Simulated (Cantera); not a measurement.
A closed system holds: 1 mol Fe2O3, a varied amount of H2, equilibrated at 1475 K and 0.00133 bar.

Method: chemical equilibrium by Gibbs-energy minimisation in Cantera with the NASA 1993 tables (ideal gas, pure condensed phases). Candidate condensed phases: Fe, FeO, Fe(OH)2, Fe(OH)3, Fe2O3, Fe3O4, H2O; 12 gas species. Mutual solubility and eutectic melting of coexisting phases are not modelled. The tables' stoichiometric FeO is somewhat more stable than real wüstite, so its field is too wide. FeO: taken at fixed stoichiometry. Rates play no part.

x: gas mole fraction; n: condensed amount in mol.

| n(H2) (mol) | x H2 | x H2O | x H | x Fe | x OH | x Fe(OH)2 | n FeO(s) | n Fe3O4(s) | n Fe(γ) |
|---|---|---|---|---|---|---|---|---|---|
| 0.73 | 0.0201 | 0.980 | 5.03e-5 | 5.48e-7 | 6.44e-5 | 1.19e-5 | 1.15 | 0.285 | 0 |
| 1.8 | 0.444 | 0.555 | 0.000237 | 2.14e-5 | 7.76e-6 | 6.77e-6 | 2.00 | 0 | 0 |
| 4.4 | 0.710 | 0.290 | 0.000299 | 6.55e-5 | 3.20e-6 | 3.53e-6 | 1.72 | 0 | 0.275 |
| 11 | 0.727 | 0.273 | 0.000303 | 6.55e-5 | 2.98e-6 | 3.06e-6 | 0 | 0 | 2.00 |
| 26 | 0.884 | [?] | 0.000334 | 6.55e-5 | [?] | [?] | 0 | 0 | 2.00 |
| 65 | 0.953 | 0.0461 | 0.000347 | 6.55e-5 | 4.40e-7 | 6.67e-8 | 0 | 0 | 2.00 |
| 160 | 0.981 | 0.0187 | 0.000352 | 6.55e-5 | 1.76e-7 | 1.07e-8 | 0 | 0 | 1.99 |
| 390 | 0.992 | 0.00769 | 0.000354 | 6.55e-5 | 7.19e-8 | 1.78e-9 | 0 | 0 | 1.97 |
| 970 | 0.996 | [?] | 0.000355 | 6.55e-5 | [?] | [?] | 0 | 0 | 1.94 |
| 2400 | 0.998 | 0.00125 | 0.000355 | 6.55e-5 | 1.16e-8 | 4.67e-11 | 0 | 0 | 1.84 |

Q: Fill in the missing entries.

A: 
- 970, x H2O: 0.00309
- 970, x OH: 2.88e-8
- 970, x Fe(OH)2: 2.87e-10
- 26, x H2O: 0.115
- 26, x OH: 1.14e-6
- 26, x Fe(OH)2: 4.50e-7
